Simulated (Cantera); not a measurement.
An isothermal, constant-pressure homogeneous reactor starts with C₂H₄ : H₂ = 1 : 8.7 (molar parts), at 1775 K and 0.520 bar.

Detailed kinetics in Cantera: GRI-Mech 3.0 (53 species, 325 reactions). GRI-Mech 3.0 was tuned for natural gas; its chemistry of ethylene as a main component is partial and can be far from experiment. GRI-Mech 3.0 stops at C3 and has no aromatics, soot or wall deposition, so with more carbon than oxygen in the feed, carbon stays in small species such as C2H2 where larger ones or solid carbon would form.

One state of this run: x C₂H₄ = 0.00115; x H₂ = 0.901; x CH₄ = 0.00818; x C₂H₆ = 6.99e-7; x C₂H₂ = 0.0890; x CH₃ = 7.05e-5; x C₂H = 2.99e-7. x: mole fraction; the columns are a selection and need not sum to one.

Q: Which value of t (s) does it belong to?
A) 0.300
B) 0.000106
C) 0.00565
D) 0.0212

A: A, 0.300
